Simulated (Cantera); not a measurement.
Cantera run:

```python
import numpy as np
import cantera as ct

gas_names = """
    H HI HO2 H2 H2O H2O2 I I2 O OH O2 O3
""".split()
cond_names = """
    H2O(s) H2O(L) I2(cr) I2(L)
""".split()


# ... load() reads the species with a 1 bar reference pressure and builds the phases ...
atoms = {
    'HI': {'H': 1, 'I': 1},
    'H2O': {'H': 2, 'O': 1},
    'O2': {'O': 2},
}
top_T = {}  # K; cautious upper limits of use, not melting points


# ... equilibrate(T, P, feed) seeds the gas with the atoms and calls Mixture.equilibrate('TP', solver="vcs", rtol=1e-11, max_steps=5000) ...
results = []
feed = {'HI': 1, 'H2O': 0.93, 'O2': 9.9}  # mol
T = 1248  # K
P = 10000  # Pa
mix = equilibrate(T, P, feed)
results.append((T, P, feed, dict(zip(mix.species_names, mix.species_moles))))
x = sorted(zip(gas.X, gas.species_names), reverse=True)
print(f"T = {T:g} K  P = {P:g} Pa  gas = {mix.phase_moles(0):.4g} mol")
print("   x: " + "  ".join(f"{s} {v:.3e}" for v, s in x if v > 0.0001))
print("   condensed (mol): " + ("  ".join(f"{mix.phase(i).name} {mix.phase_moles(i):.4g}"
      for i in range(1, mix.n_phases) if mix.phase_moles(i) > 1e-12) or "none"))
```

It prints:

```
T = 1248 K  P = 10000 Pa  gas = 12.03 mol
   x: O2 8.024e-01  H2O 1.189e-01  I 7.417e-02  I2 4.473e-03
   condensed (mol): none
```

Cantera equilibrium calculation (NASA polynomials, part measured and part estimated; ideal gas, pure solids and liquids).
